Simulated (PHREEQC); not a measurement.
**Polishing slurry liquid (model solution)**

Solution (25 °C): 0.0014 mol/kgw HNO3 and 0.013 mol/kgw KH2PO4. Closed to the air; pH follows from the charge balance.

Model: ion-association model, phreeqc.dat, run in PHREEQC.

This is a speciation only: nothing precipitates in the calculation.

Q: What pH, ionic strength, specific conductance does the model give?

A: pH 3.29; ionic strength 0.0136 mol/kgw; specific conductance 1520 µS/cm.

Q: In which forms is P present?

A: H2PO4- 94 %, H3PO4 6.4 % of the P.

Species that the database lacks are ignored.
